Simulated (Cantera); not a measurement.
Charge: 1 mol C2H5OH, 0.043 mol CO2, 0.29 mol N2, at 1 atm.

Equilibrium computed with Cantera from the NASA thermochemical tables; the gas is ideal and each condensed phase is pure. Candidate condensed phases: C, C6H6, C7H8, C8H18, H2O; 136 gas species. The numbers say what is thermodynamically allowed, not how fast it happens. All values below are at 1925 K.

Base state: H2 0.683, CO 0.248, N2 0.0651, HCN 0.00229, H 0.000785, C2H2 (acetylene) 0.000313, CH4 0.000247, HNC 0.000113 (mole fractions); condensed: C(graphite).

Problem. What changes in the equilibrium state with this change: pressure from 1 atm to 37.0 bar?

Solution. 
```
species             before     after
----------------  --------  --------
H2                   0.683     0.672
CO                   0.248     0.249
N2                  0.0651    0.0657
CH4               0.000247   0.00873
CO2                2.32e-6   8.56e-5
H2O                2.75e-5  0.000992
C(graphite), mol     0.943     0.910
```
The ideal-gas law is rough above about 30 bar.

Problem. What changes in the equilibrium state with this change: pressure from 1 atm to 0.110 bar?

Solution. 
```csv
species,before,after
H2,0.683,0.682
CO,0.248,0.248
N2,0.0651,0.0650
H,0.000785,0.00238
CH4,0.000247,2.67e-5
H2O,2.75e-5,2.97e-6
C2H2 (acetylene),0.000313,0.000312
"C(graphite), mol",0.943,0.944
```
